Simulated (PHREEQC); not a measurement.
PHREEQC input (Pitzer model, pitzer.dat):

```
SOLUTION 1
  temp 15
  units mol/kgw
  pH 7 charge
  Cl 0.1772
  Na 0.17
  Ca 0.0036
END
USE solution 1
INCREMENTAL_REACTIONS false
REACTION 1
  H2O -1
  0 9.886 18.011 24.689 30.178 34.689 38.397 41.444
  43.949 46.007 47.699 49.089 50.232 51.172 51.944 52.578
  53.1 53.528 53.88 54.17 54.408 54.603 54.764 54.896
  55.005 55.094 55.168 55.228 moles
EQUILIBRIUM_PHASES 1
  Halite 0 0
  Portlandite 0 0
SELECTED_OUTPUT 1
  -reset false
  -pH true
  -pe true
  -ionic_strength true
  -water true
  -activities H2O
  -totals Ca Cl Na
  -molalities H+ Na+ Ca+2 Cl- OH-
  -equilibrium_phases Halite Portlandite
PRINT
  -reset false
END
```

Selected output (columns that matter, 21 of 28 rows; water left (kg) added in front):

```
water left (kg)	pH	mu	Ca	Cl	Na	m_H+	m_Na+	m_Ca+2	m_Cl-	m_OH-	la_H2O	Halite
1	7.1444	0.1808	0.0036	0.1772	0.17	8.9373e-08	0.17	0.0036	0.1772	8.9373e-08	-0.0025322	0
0.821894	7.1392	0.21998	0.0043801	0.2156	0.20684	9.0546e-08	0.20684	0.0043801	0.2156	9.0546e-08	-0.0030741	0
0.555203	7.1258	0.32565	0.0064841	0.31916	0.30619	9.2633e-08	0.30619	0.0064841	0.31916	9.2633e-08	-0.0045375	0
0.456313	7.1172	0.39622	0.0078893	0.38833	0.37255	9.3462e-08	0.37255	0.0078893	0.38833	9.3462e-08	-0.0055185	0
0.375043	7.107	0.48208	0.0095989	0.47248	0.45328	9.4074e-08	0.45328	0.0095989	0.47248	9.4074e-08	-0.0067175	0
0.253345	7.0803	0.71365	0.01421	0.69944	0.67102	9.4359e-08	0.67102	0.01421	0.69944	9.4359e-08	-0.0099887	0
0.208215	7.0631	0.86833	0.01729	0.85104	0.81646	9.3849e-08	0.81646	0.01729	0.85104	9.3849e-08	-0.01221	0
0.171138	7.0426	1.0565	0.021036	1.0354	0.99335	9.2755e-08	0.99335	0.021036	1.0354	9.2755e-08	-0.014955	0
0.115613	6.9884	1.5638	0.031138	1.5327	1.4704	8.8275e-08	1.4704	0.031138	1.5327	8.8275e-08	-0.022642	0
0.0950203	6.9529	1.9027	0.037887	1.8649	1.7891	8.4597e-08	1.7891	0.037887	1.8649	8.4597e-08	-0.028035	0
0.0641769	6.8581	2.8172	0.056095	2.7611	2.6489	7.3711e-08	2.6489	0.056095	2.7611	7.3711e-08	-0.043801	0
0.0527548	6.7953	3.4272	0.06824	3.3589	3.2225	6.6397e-08	3.2225	0.06824	3.3589	6.6397e-08	-0.055422	0
0.0433504	6.7189	4.1707	0.083044	4.0876	3.9215	5.7904e-08	3.9215	0.083044	4.0876	5.7904e-08	-0.070914	0
0.0292979	6.5139	6.1711	0.12288	6.0482	5.8025	3.8645e-08	5.8025	0.12288	6.0482	3.8645e-08	-0.12073	0
0.0240733	6.4966	6.2934	0.14954	6.1439	5.8448	3.8456e-08	5.8448	0.14954	6.1439	3.8456e-08	-0.12349	0.029296
0.0197855	6.4862	6.335	0.18195	6.1531	5.7892	3.918e-08	5.7892	0.18195	6.1531	3.918e-08	-0.12377	0.055458
0.0133718	6.458	6.4475	0.26922	6.1783	5.6398	4.1185e-08	5.6398	0.26922	6.1783	4.1185e-08	-0.12454	0.094586
0.0109937	6.4391	6.5229	0.32746	6.1954	5.5405	4.2568e-08	5.5405	0.32746	6.1954	4.2568e-08	-0.12507	0.10909
0.00902992	6.416	6.6154	0.39867	6.2168	5.4194	4.4309e-08	5.4194	0.39867	6.2168	4.4309e-08	-0.12575	0.12106
0.00609331	6.3536	6.8676	0.59081	6.2768	5.0952	4.9293e-08	5.0952	0.59081	6.2768	4.9293e-08	-0.12771	0.13895
0.00501235	6.3119	7.037	0.71823	6.3188	4.8823	5.2834e-08	4.8823	0.71823	6.3188	5.2834e-08	-0.12912	0.14553
```
